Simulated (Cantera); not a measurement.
Feed: 1 mol Si3H8, 0.033 mol HCl, 36 mol H2, at 1673.15 K and 1 atm.

These are equilibrium values from Cantera (NASA tables, ideal gas, pure condensed phases), not measurements of a reactor. Candidate condensed phases: Si; 19 gas species. The feed counts by its element totals alone. Gases not in the tables: Si2H6 and higher silanes. The numbers say what is thermodynamically allowed, not how fast it happens.

Base state: H2 0.999, HCl 0.000819, H 0.000113, SiH2 1.10e-5 (mole fractions); condensed: Si(s).

Problem. What changes in the equilibrium state with this change: Si3H8 replaced by Si2Cl6?

Solution. 
```json
[
 {"species": "H2", "before": "0.999", "after": "0.882"},
 {"species": "HCl", "before": "0.000819", "after": "0.0846"},
 {"species": "SiCl2", "before": "2.42e-6", "after": "0.0292"},
 {"species": "SiCl3", "before": "1.84e-9", "after": "0.00244"},
 {"species": "SiHCl3", "before": "<1e-9", "after": "0.000796"},
 {"species": "SiCl4", "before": "<1e-9", "after": "0.000425"},
 {"species": "SiH2Cl2", "before": "2.41e-8", "after": "0.000257"},
 {"species": "Si(s), mol", "before": "3.00", "after": "0.708"}
]
```
The tables' values for SiCl3 are old estimates; treat these amounts as uncertain.
